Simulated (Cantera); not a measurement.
A freely propagating, adiabatic, planar premixed flame of C2H6 : O2 : N2 : H2O = 1 : 3.57 : 13.4 : 1.8 (molar parts), unburnt at 623 K and 750 Torr; mixture-averaged transport, grid criteria slope 0.08 and curve 0.16, no radiation.

Model: GRI-Mech 3.0 (53 species, 325 reactions), integrated in Cantera. Burning velocities carry a grid error of a few per cent, more on coarse grids.

Task: What does this change do: C2H6 1 to 1.3 parts?

Result: 
```
quantity                    before     after
------------------------  --------  --------
laminar burning velocity  119 cm/s  109 cm/s
thermal thickness         0.352 mm  0.353 mm
peak x(H2)                  0.0225    0.0436
peak x(H2O2)               8.12e-5   9.00e-5
peak x(HO2)               0.000367  0.000364
```
